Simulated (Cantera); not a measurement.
Feed: 1 mol SiO₂, 0.51 mol C, 0.015 mol CO, equilibrated at 1175 K and 78000 Pa.

Equilibrium computed with Cantera from the NASA thermochemical tables; the gas is ideal and each condensed phase is pure. Candidate condensed phases: C, Si, SiC, SiO₂; 20 gas species. The tables hold silica as quartz up to 1696 K and as liquid above; real silica turns to tridymite and cristobalite and melts near 1996 K. The numbers say what is thermodynamically allowed, not how fast it happens.

Base state: CO 0.980, CO₂ 0.0203 (mole fractions); condensed: C(graphite) + SiO₂(β-quartz).

**Question.** What changes in the equilibrium state with this change: temperature from 1175 K to 1873.15 K?

**Answer.** 
```json
[
 {"species": "CO", "before": "0.980", "after": "0.967"},
 {"species": "SiO", "before": "<1e-9", "after": "0.0327"},
 {"species": "CO₂", "before": "0.0203", "after": "7.97e-5"},
 {"species": "C(graphite), mol", "before": "0.510", "after": "0"},
 {"species": "SiO₂(β-quartz), mol", "before": "1.00", "after": "0"},
 {"species": "SiC(s), mol", "before": "0", "after": "0.166"},
 {"species": "SiO₂(condensed), mol", "before": "0", "after": "0.822"}
]
```
Mutual solubility and eutectic melting of coexisting phases are not modelled.
